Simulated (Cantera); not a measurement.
Input: 1 mol B2O3, 15 mol H2O, 4.6 mol H2, 9.1 mol NH3, at 11000 Pa.

These are equilibrium values from Cantera (NASA tables, ideal gas, pure condensed phases), not measurements of a reactor. Candidate condensed phases: B, BN, B2O3, B3O3H3, H2O; 39 gas species. Gases not in the tables: H3BO3. Rates play no part. All values below are at 1127 °C.

Base state: H2 0.479, H2O 0.384, N2 0.119, HBO2 0.0175, (HBO2)3 0.000479, B2O3 2.18e-5, H 1.01e-5 (mole fractions); condensed: B2O3(l).

**Question.** What changes in the equilibrium state with this change: H2O from 15 to 0.85 mol?

**Answer.** 
```json
[
 {"species": "H2", "before": "0.479", "after": "0.770"},
 {"species": "N2", "before": "0.119", "after": "0.192"},
 {"species": "H2O", "before": "0.384", "after": "0.0333"},
 {"species": "HBO2", "before": "0.0175", "after": "0.00514"},
 {"species": "(HBO2)3", "before": "0.000479", "after": "1.22e-5"},
 {"species": "HBO", "before": "6.11e-6", "after": "3.34e-5"},
 {"species": "H", "before": "1.01e-5", "after": "1.29e-5"},
 {"species": "B2O3(l), mol", "before": "0.639", "after": "0.938"}
]
```

**Question.** What changes in the equilibrium state with this change: H2O from 15 to 0.41 mol?

**Answer.** 
```csv
species,before,after
H2,0.479,0.785
N2,0.119,0.196
H2O,0.384,0.0159
HBO2,0.0175,0.00355
(HBO2)3,0.000479,4.03e-6
HBO,6.11e-6,4.93e-5
H,1.01e-5,1.30e-5
"B2O3(l), mol",0.639,0.957
```
